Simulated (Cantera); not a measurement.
# Adiabatic ignition

An adiabatic, constant-pressure homogeneous reactor starts with 5.19 % CH₄, 0.883 % CO, 19.7 % O₂, 74.2 % N₂, equivalence ratio 0.55, at 1300 K and 62000 Pa.

Detailed kinetics in Cantera: GRI-Mech 3.0 (53 species, 325 reactions).

```
t (s)     T (K)   x CH₄     x CO    x O₂    x H₂O₂    x HO₂
--------  -----  ------  -------  ------  --------  -------
2.00e-6    1300  0.0519  0.00883   0.197  1.69e-12  3.31e-9
1.03e-5    1300  0.0519  0.00883   0.197  4.29e-11  1.69e-8
5.28e-5    1300  0.0519  0.00883   0.197  9.47e-10  8.45e-8
0.000271   1300  0.0519  0.00883   0.197   1.18e-8  3.75e-7
0.00139    1300  0.0519  0.00883   0.197   4.17e-8  9.57e-7
0.00717    1304  0.0511  0.00889   0.196   3.71e-7  5.80e-6
0.0368     2350  <1e-12  0.00390  0.0863   1.14e-7  4.26e-6
0.189      2339  <1e-12  0.00374  0.0831   1.09e-7  4.02e-6
0.973      2338  <1e-12  0.00372  0.0828   1.09e-7  4.00e-6
5.00       2338  <1e-12  0.00372  0.0828   1.09e-7  4.00e-6
```
x: mole fraction; the columns are a selection and need not sum to one.

The time of steepest temperature rise is 12.5 ms and the temperature at 5.00 s is 2338 K. The equilibrium temperature is 2338 K and the x(CH₄) at 5.00 s is <1e-12 (gas-phase equilibrium <1e-12). The x(CO) at 5.00 s comes out as 0.00372 (gas-phase equilibrium 0.00372) and the x(O₂) at 5.00 s is 0.0828 (gas-phase equilibrium 0.0828).
